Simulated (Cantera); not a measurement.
A closed system holds: 1 mol CH3Cl, 9.7 mol H2, held at 0.110 bar.

Method: chemical equilibrium by Gibbs-energy minimisation in Cantera with the NASA 1993 tables (ideal gas, pure condensed phases). Candidate condensed phases: C, C6H6, C7H8, C8H18; 91 gas species. Equilibrium is a limit: real reactors are often held back by kinetics, nucleation or transport.

x: gas mole fraction; n: condensed amount in mol.

| T (°C) | x H2 | x H | x HCl | x Cl | x C2H2 (acetylene) | n C(graphite) |
|---|---|---|---|---|---|---|
| 2202 | 0.847 | 0.0624 | 0.0785 | 0.00410 | 0.00823 | [?] |
| 2302 | 0.812 | 0.0941 | 0.0751 | 0.00611 | 0.0119 | [?] |
| 2402 | 0.767 | 0.136 | 0.0705 | 0.00873 | 0.0165 | [?] |
| 2502 | 0.710 | 0.190 | 0.0647 | 0.0120 | 0.0218 | [?] |
| 2602 | 0.641 | 0.255 | 0.0579 | 0.0158 | 0.0273 | [?] |
| 2702 | 0.565 | 0.331 | 0.0501 | 0.0200 | 0.0280 | 0 |
| 2802 | 0.487 | 0.416 | 0.0419 | 0.0242 | 0.0229 | 0 |
| 2902 | 0.405 | 0.504 | 0.0337 | 0.0282 | 0.0171 | 0 |
| 3002 | 0.326 | 0.589 | 0.0261 | 0.0317 | 0.0116 | 0 |
| 3102 | 0.253 | 0.667 | 0.0196 | 0.0345 | 0.00703 | 0 |
| 3202 | 0.190 | 0.733 | 0.0143 | 0.0366 | 0.00390 | 0 |

Some entries are withheld; supply them.


- 2202, n C(graphite): 0.797
- 2302, n C(graphite): 0.698
- 2402, n C(graphite): 0.564
- 2502, n C(graphite): 0.388
- 2602, n C(graphite): 0.154
